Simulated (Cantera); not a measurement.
An isothermal, constant-pressure homogeneous reactor starts with 35.5 % CH4, 53.2 % CO2, 11.3 % H2, at 1525 K and 260000 Pa.

Detailed kinetics in Cantera: GRI-Mech 3.0 (53 species, 325 reactions).

Question: Predict: x(CH4) at 200 s; x(CO2) at 200 s; x(H2) at 200 s; x(OH) at 200 s; x(C2H2) at 200 s.

Answer: 
| Property | Value |
|---|---|
| x(CH4) at 200 s | 0.00396 (gas-phase equilibrium 1.01e-5) |
| x(CO2) at 200 s | 0.0337 (gas-phase equilibrium 0.0318) |
| x(H2) at 200 s | 0.402 (gas-phase equilibrium 0.409) |
| x(OH) at 200 s | 5.41e-8 (gas-phase equilibrium 5.15e-8) |
| x(C2H2) at 200 s | 8.05e-5 (gas-phase equilibrium 5.18e-10) |
